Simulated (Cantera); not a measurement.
Input (Python, Cantera) and output of one run.

```python
import numpy as np
import cantera as ct

gas_names = """
    CL CL2 H HCL H2 N NH NH2 NH3 N2 N2H2 N2H4 Si SiCL SiCL2 SiCL3 SiCL4 SiH SiHCL3 SiH2 SiH2CL2 SiH3
    SiH3CL SiH4 SiN Si2 Si2N Si3
""".split()
cond_names = """
    NH4CL(a) NH4CL(b) Si(cr) Si(L) Si3N4(a)
""".split()


# ... load() reads the species with a 1 bar reference pressure and builds the phases ...
atoms = {
    'SiHCl3': {'Si': 1, 'H': 1, 'CL': 3},
    'N2': {'N': 2},
}
top_T = {'Si3N4(a)': 2400}  # K; cautious upper limits of use, not melting points


# ... equilibrate(T, P, feed) seeds the gas with the atoms and calls Mixture.equilibrate('TP', solver="vcs", rtol=1e-11, max_steps=5000) ...
results = []
feed = {'SiHCl3': 1, 'N2': 30}  # mol
P = 160000  # Pa
for T in [1198, 1223, 1248, 1273, 1298, 1323, 1348, 1373, 1398, 1423, 1448, 1473, 1498]:
    mix = equilibrate(T, P, feed)
    results.append((T, P, feed, dict(zip(mix.species_names, mix.species_moles))))

top = {s: max(r[3][s] / sum(r[3][g] for g in gas_names) for r in results) for s in gas_names}
cols = sorted((s for s in top if top[s] > 1e-05), key=lambda s: -top[s])[:9]
seen = [c for c in cond_names if any(r[3].get(c, 0) > 1e-12 for r in results)]
print("log10 of partial pressures in bar; condensed amounts in mol")
print(f"{'T/K':>10s}" + "".join(f"{s[:9]:>10s}" for s in cols + seen))
for T, P, feed, n in results:
    ng = sum(n[g] for g in gas_names)
    print(f"{T:10.4g}" + "".join(f"{np.log10(max(n[s] / ng * P / 1e5, 1e-99)):10.3f}" for s in cols)
          + "".join(f"{n.get(c, 0):10.4g}" for c in seen))
```

Result:

```
log10 of partial pressures in bar; condensed amounts in mol
       T/K        N2       HCL     SiCL4        H2     SiCL3     SiCL2    SiHCL3  Si3N4(a)
      1198     0.183    -1.362    -1.561    -2.406    -3.812    -5.116    -4.176    0.1534
      1223     0.183    -1.360    -1.562    -2.417    -3.666    -4.868    -4.129    0.1536
      1248     0.183    -1.359    -1.564    -2.426    -3.526    -4.630    -4.085    0.1537
      1273     0.183    -1.357    -1.566    -2.435    -3.392    -4.401    -4.043    0.1537
      1298     0.183    -1.356    -1.569    -2.444    -3.264    -4.183    -4.002    0.1536
      1323     0.183    -1.355    -1.572    -2.452    -3.141    -3.973    -3.964    0.1533
      1348     0.183    -1.354    -1.576    -2.460    -3.024    -3.771    -3.928    0.1529
      1373     0.183    -1.353    -1.581    -2.466    -2.912    -3.578    -3.893    0.1523
      1398     0.183    -1.352    -1.587    -2.473    -2.805    -3.392    -3.861    0.1514
      1423     0.183    -1.352    -1.594    -2.478    -2.703    -3.214    -3.831    0.1502
      1448     0.183    -1.351    -1.604    -2.482    -2.606    -3.043    -3.803    0.1485
      1473     0.183    -1.351    -1.616    -2.486    -2.515    -2.880    -3.777    0.1463
      1498     0.183    -1.351    -1.630    -2.488    -2.429    -2.724    -3.755    0.1433
```

Method: chemical equilibrium by Gibbs-energy minimisation in Cantera with the NASA 1993 tables (ideal gas, pure condensed phases). N2 is the only nitrogen source here; it is nearly inert below about 1500 K, so the nitride shown seldom forms there in practice. The tables' values for SiCl3 are old estimates; treat these amounts as uncertain.
